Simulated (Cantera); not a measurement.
A closed system holds: 1 mol Si, a varied amount of HCl, 12 mol H2, held at 1050 °C and 3.90 bar.

Cantera equilibrium calculation (NASA polynomials, part measured and part estimated; ideal gas, pure solids and liquids). Candidate condensed phases: Si; 19 gas species. Equilibrium is a limit: real reactors are often held back by kinetics, nucleation or transport.

Q: Which condensed phases are stable at each of these points (n(HCl) (mol)): 0.66, 0.93, 1.3, 1.9, 2.6, 3.7, 5.3?

A: 
```tsv
n(HCl) (mol)	condensed phases	Si condensed (%)
0.66	Si(s)	87.9
0.93	Si(s)	81.0
1.3	Si(s)	71.2
1.9	Si(s)	55.0
2.6	Si(s)	35.9
3.7	Si(s)	5.7
5.3	gas only	0.0
```

From 0.66 mol HCl to 3.7 mol HCl the condensed part is Si(s). At 5.3 mol HCl nothing is condensed.
